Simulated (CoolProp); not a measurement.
Vapour-liquid equilibrium of benzene (1) + toluene (2) at 496.2 K; x and y are mole fractions of (1).

Computed with CoolProp (multi-fluid Helmholtz-energy mixture model, Thol 2012 and Lemmon 2006; pair parameters Bell 2016).

| x | bubble pressure (MPa) | y at the bubble point | dew pressure at overall composition x (MPa) | liquid density (mol/L) |
|---|---|---|---|---|
| 0.05 | 1.149 | 0.076 | 1.135 | 7.031 |
| 0.125 | 1.214 | 0.182 | 1.178 | 7.097 |
| 0.2 | 1.279 | 0.280 | 1.225 | 7.163 |
| 0.275 | 1.345 | 0.371 | 1.275 | 7.230 |
| 0.35 | 1.413 | 0.455 | 1.329 | 7.298 |
| 0.425 | 1.482 | 0.534 | 1.388 | 7.366 |
| 0.5 | 1.551 | 0.607 | 1.451 | 7.435 |
| 0.575 | 1.622 | 0.676 | 1.520 | 7.504 |
| 0.65 | 1.695 | 0.740 | 1.595 | 7.575 |
| 0.725 | 1.768 | 0.801 | 1.677 | 7.645 |
| 0.8 | 1.843 | 0.859 | 1.766 | 7.717 |
| 0.875 | 1.919 | 0.914 | 1.864 | 7.788 |
| 0.95 | 1.996 | 0.966 | 1.971 | 7.860 |

No azeotrope shows between x = 0.05 and 0.95.

Pair parameters are fitted to limited data, so mixtures are less certain than the pure fluids.
